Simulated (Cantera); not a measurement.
## Premixed flame

A freely propagating, adiabatic, planar premixed flame of H₂ : O₂ : N₂ = 1 : 0.238 : 0.895 (molar parts), equivalence ratio 2.1, unburnt at 500 K and 120 Torr; unity-Lewis-number transport, grid criteria slope 0.08 and curve 0.16, no radiation.

Cantera simulation using the H2/O2 subset of GRI-Mech 3.0, which has no nitrogen chemistry; the numbers are that mechanism's predictions, not measurements. Unity Lewis numbers drop preferential diffusion, which matters most where H2 and H carry the flame. Burning velocities carry a grid error of a few per cent, more on coarse grids.

```tsv
z (mm)	T (K)	u (m/s)	x H₂	x O₂	x OH	x H	x HO₂	x O
-11.9	500	3.11	0.469	0.112	<1e-8	<1e-8	<1e-8	<1e-8
-7.92	500	3.11	0.469	0.112	<1e-8	<1e-8	<1e-8	<1e-8
-5.94	500	3.11	0.469	0.112	<1e-8	<1e-8	3.12e-8	<1e-8
-3.96	500	3.11	0.469	0.112	<1e-8	<1e-8	7.58e-7	<1e-8
-1.98	520	3.24	0.467	0.110	8.67e-6	7.72e-5	5.42e-5	5.96e-6
-0.990	700	4.31	0.441	0.0975	0.000162	0.00610	3.72e-5	0.000168
0	1089	6.56	0.309	0.0434	0.00117	0.0692	1.02e-5	0.00243
0.990	1327	7.88	0.212	0.00537	0.00235	0.119	1.09e-6	0.00207
1.98	1430	8.43	0.207	0.00109	0.00286	0.115	2.02e-7	0.00149
3.96	1546	9.03	0.217	0.000650	0.00346	0.0979	1.08e-7	0.00132
7.92	1669	9.65	0.229	0.000501	0.00386	0.0794	7.76e-8	0.00108
15.8	1794	10.3	0.240	0.000334	0.00389	0.0607	5.14e-8	0.000762
31.7	1906	10.8	0.250	0.000193	0.00349	0.0438	3.21e-8	0.000460
```
x: mole fraction of selected species; z is measured from the peak of heat release.

* **laminar burning velocity**: 311 cm/s
* **thermal thickness**: 3.96 mm
* **peak x(OH)**: 0.00393
* **peak x(H)**: 0.120
* **peak x(HO₂)**: 6.21e-5
* **peak x(O)**: 0.00289
